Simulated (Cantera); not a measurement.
Charge: 1 mol TEOS, 1.8 mol O3, equilibrated at 1525 °C and 1.00 Torr.

Equilibrium computed with Cantera from the NASA thermochemical tables; the gas is ideal and each condensed phase is pure. Candidate condensed phases: C, C6H6, C7H8, C8H18, H2O, Si, SiC, SiO2; 123 gas species. The feed counts by its element totals alone. The tables hold silica as quartz up to 1696 K and as liquid above; real silica turns to tridymite and cristobalite and melts near 1996 K. Rates play no part.

Base state: H2 0.506, CO 0.417, SiO 0.0508, H2O 0.0158, H 0.00687, CO2 0.00342, OH 1.41e-5 (mole fractions); condensed: SiO2(condensed).

Q: What changes in the equilibrium state with this change: TEOS replaced by SiCl4?

A: 
```json
[
 {"species": "Cl", "before": "0", "after": "0.692"},
 {"species": "O2", "before": "2.05e-9", "after": "0.299"},
 {"species": "Cl2", "before": "0", "after": "0.00652"},
 {"species": "H2", "before": "0.506", "after": "0"},
 {"species": "CO", "before": "0.417", "after": "0"},
 {"species": "H2O", "before": "0.0158", "after": "0"},
 {"species": "SiO", "before": "0.0508", "after": "4.21e-6"},
 {"species": "H", "before": "0.00687", "after": "0"},
 {"species": "CO2", "before": "0.00342", "after": "0"},
 {"species": "ClO", "before": "0", "after": "0.000247"},
 {"species": "SiO2(condensed), mol", "before": "0.0335", "after": "1.000"}
]
```
